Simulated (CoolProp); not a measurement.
A Linde-Hampson liquefier for methane: isothermal reversible compression at 300 K from 1 atm to 40 MPa, throttling to 1 atm, return gas leaving the recuperator 0 K below the feed. Each further row changes one setting.

The numbers come from the reference Helmholtz-energy equation of state, Setzmann 1991 in CoolProp.

```
case                        liquid yield per pass  compression work (kJ/kg of gas)
--------------------------  ---------------------  -------------------------------
as stated                                     [?]                              877
high pressure 80 MPa                        0.224                              [?]
warm-end temperature 330 K                    [?]                              [?]
warm-end gap 5 K                              [?]                              877
```

Problem. What belongs in the gaps?

Solution. 
- as stated, liquid yield per pass: 0.249
- high pressure 80 MPa, compression work (kJ/kg of gas): 1020
- warm-end temperature 330 K, liquid yield per pass: 0.200
- warm-end temperature 330 K, compression work (kJ/kg of gas): 986
- warm-end gap 5 K, liquid yield per pass: 0.239
